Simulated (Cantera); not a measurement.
# Equilibrium for silicon epitaxy and polysilicon growth: SiHCl3 + N2

Charge: 1 mol SiHCl3, 48 mol N2, at 1.33 mbar.

Equilibrium computed with Cantera from the NASA thermochemical tables; the gas is ideal and each condensed phase is pure. Candidate condensed phases: NH4Cl, Si, Si3N4; 28 gas species. N2 is the only nitrogen source here; it is nearly inert below about 1500 K, so the nitride shown seldom forms there in practice. The tables' values for SiCl3 are old estimates; treat these amounts as uncertain. Rates play no part.

```csv
T (K),x N2,x HCl,x SiCl2,x SiCl4,x SiCl3,n Si3N4(s)
873,0.970,0.0187,3.67e-8,0.0106,2.57e-6,0.160
923,0.970,0.0188,3.03e-7,0.0105,8.90e-6,0.160
973,0.970,0.0190,2.00e-6,0.0105,2.71e-5,0.161
1023,0.970,0.0191,1.10e-5,0.0104,7.36e-5,0.161
1073,0.970,0.0192,5.10e-5,0.0103,0.000181,0.161
1123,0.970,0.0192,0.000205,0.0100,0.000406,0.159
1173,0.969,0.0193,0.000714,0.00944,0.000827,0.153
1223,0.968,0.0192,0.00215,0.00821,0.00149,0.139
1273,0.967,0.0191,0.00541,0.00602,0.00223,0.108
1323,0.964,0.0187,0.0107,0.00320,0.00250,0.0622
1373,0.962,0.0180,0.0159,0.00112,0.00197,0.0180
```
x: gas mole fraction; n: condensed amount in mol.

From 873 K to 1373 K the condensed part is Si3N4(s). The main Si-bearing gas is SiCl4 at 873 K and SiCl2 at 1373 K.
